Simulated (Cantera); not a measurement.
## Catalytic combustion on Pt

An isothermal plug-flow reactor at 625 K and 2.57 atm (inlet), inlet velocity 0.071 m/s, active area per volume 100 1/m; feed H₂ : O₂ : N₂ : H₂O = 0.004 : 0.026 : 0.79 : 0.062 (molar parts), equivalence ratio 0.077.

Detailed kinetics in Cantera: Deutschmann's 1995 Pt surface mechanism with GRI-Mech 3.0 gas chemistry. Catalytic surfaces can have several steady states; this one follows from the mechanism file's or the stated starting coverage. Mass transfer to the wall is taken as infinitely fast.

```json
[
 {"z (m)": "0.00022", "x H₂": "0.00129", "x O₂": "0.0279", "x H₂O": "0.0737", "θ free Pt": "0.0778", "θ O*": "0.882", "θ OH*": "0.0398"},
 {"z (m)": "0.00037", "x H₂": "0.000862", "x O₂": "0.0277", "x H₂O": "0.0741", "θ free Pt": "0.0523", "θ O*": "0.914", "θ OH*": "0.0333"},
 {"z (m)": "0.00062", "x H₂": "0.000553", "x O₂": "0.0275", "x H₂O": "0.0744", "θ free Pt": "0.0338", "θ O*": "0.939", "θ OH*": "0.0271"},
 {"z (m)": "0.001", "x H₂": "0.000357", "x O₂": "0.0274", "x H₂O": "0.0746", "θ free Pt": "0.0220", "θ O*": "0.956", "θ OH*": "0.0221"},
 {"z (m)": "0.0017", "x H₂": "0.000215", "x O₂": "0.0274", "x H₂O": "0.0748", "θ free Pt": "0.0134", "θ O*": "0.969", "θ OH*": "0.0174"},
 {"z (m)": "0.0029", "x H₂": "0.000127", "x O₂": "0.0273", "x H₂O": "0.0749", "θ free Pt": "0.00814", "θ O*": "0.978", "θ OH*": "0.0136"},
 {"z (m)": "0.0048", "x H₂": "7.57e-5", "x O₂": "0.0273", "x H₂O": "0.0749", "θ free Pt": "0.00520", "θ O*": "0.984", "θ OH*": "0.0109"},
 {"z (m)": "0.008", "x H₂": "4.28e-5", "x O₂": "0.0273", "x H₂O": "0.0750", "θ free Pt": "0.00348", "θ O*": "0.988", "θ OH*": "0.00895"},
 {"z (m)": "0.013", "x H₂": "2.28e-5", "x O₂": "0.0273", "x H₂O": "0.0750", "θ free Pt": "0.00258", "θ O*": "0.990", "θ OH*": "0.00771"},
 {"z (m)": "0.022", "x H₂": "9.56e-6", "x O₂": "0.0273", "x H₂O": "0.0750", "θ free Pt": "0.00207", "θ O*": "0.991", "θ OH*": "0.00692"}
]
```
x: gas mole fraction; θ: surface coverage.
